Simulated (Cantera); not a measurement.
V2O3 + H2 + H2O (hydrogen reduction and annealing atmospheres)

A closed system holds: 1 mol V2O3, a varied amount of H2, 0.035 mol H2O, at 1050 °C and 280 Pa.

Method: chemical equilibrium by Gibbs-energy minimisation in Cantera with the NASA 1993 tables (ideal gas, pure condensed phases). Candidate condensed phases: H2O, V, VO, V2O3, V2O4, V2O5; 12 gas species. Mutual solubility and eutectic melting of coexisting phases are not modelled. VO: taken at fixed stoichiometry. Condensed phases not in the tables: the oxides between V2O3 and V2O5 other than VO2. Equilibrium is a limit: real reactors are often held back by kinetics, nucleation or transport.

| n(H2) (mol) | log p H2 | log p H2O | log p H | log p OH | n V2O3(s) | n VO(s) |
|---|---|---|---|---|---|---|
| 0.56 | -2.58 | -3.78 | -7.09 | -10.13 | 1.00 | 0 |
| 1.2 | -2.57 | -4.10 | -7.08 | -10.46 | 1.00 | 0 |
| 2.6 | -2.56 | -4.43 | -7.08 | -10.79 | 1.00 | 0 |
| 5.6 | -2.56 | -4.76 | -7.08 | -11.12 | 1.00 | 0 |
| 12 | -2.55 | -5.09 | -7.08 | -11.45 | 1.00 | 0 |
| 26 | -2.55 | -5.42 | -7.08 | -11.79 | 1.00 | 0 |
| 56 | -2.55 | -5.48 | -7.08 | -11.84 | 0.968 | 0.0636 |
| 120 | -2.55 | -5.48 | -7.08 | -11.84 | 0.892 | 0.216 |
| 260 | -2.55 | -5.48 | -7.08 | -11.84 | 0.725 | 0.550 |
| 560 | -2.55 | -5.48 | -7.08 | -11.84 | 0.367 | 1.27 |
| 1200 | -2.55 | -5.62 | -7.08 | -11.98 | 0 | 2.00 |
| 2600 | -2.55 | -5.95 | -7.08 | -12.32 | 0 | 2.00 |
log p: log10 of the partial pressure in bar; n: condensed amount in mol.

From 0.56 mol H2 to 26 mol H2 the condensed part is V2O3(s). From 56 mol H2 to 560 mol H2 the condensed part is VO(s) + V2O3(s). From 1200 mol H2 to 2600 mol H2 the condensed part is VO(s).
